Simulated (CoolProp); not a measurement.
Vapour-liquid equilibrium of cyclohexane (1) + dimethyl carbonate (2) at 103.95 °C; x and y are mole fractions of (1).

Model: multi-fluid Helmholtz-energy mixture model, Zhou 2014 and Zhou 2011; pair parameters Bell 2016, in CoolProp.

### Question
Give the bubble pressure and the first vapour's composition at x = 0.65, 0.8, 0.95. Is there an azeotrope?

### Answer
x = 0.65: 0.2436 MPa, y = 0.618; x = 0.8: 0.2366 MPa, y = 0.701; x = 0.95: 0.2110 MPa, y = 0.881. y crosses x between x = 0.5 and 0.65: the model has an azeotrope there.

The pair parameters rest on a limited set of measurements; away from them the model extrapolates.
